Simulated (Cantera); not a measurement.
A closed system holds: 1 mol BN, a varied amount of Cl₂, equilibrated at 1298 K and 2000 Pa.

These are equilibrium values from Cantera (NASA tables, ideal gas, pure condensed phases), not measurements of a reactor. Candidate condensed phases: B, BN; 10 gas species. Equilibrium is a limit: real reactors are often held back by kinetics, nucleation or transport.

### Question
What share of the B ends up in condensed phases as a function of n(Cl₂) (mol), at 0.84, 1, 1.3, 1.6, 2, 2.5, 3.1, 3.9, 4.8?

### Answer
```
n(Cl₂) (mol)  B condensed (%)     as
------------  ---------------  -----
0.84                     44.0  BN(s)
1                        33.3  BN(s)
1.3                      13.3  BN(s)
1.6                       0.0      -
2                         0.0      -
2.5                       0.0      -
3.1                       0.0      -
3.9                       0.0      -
4.8                       0.0      -
```
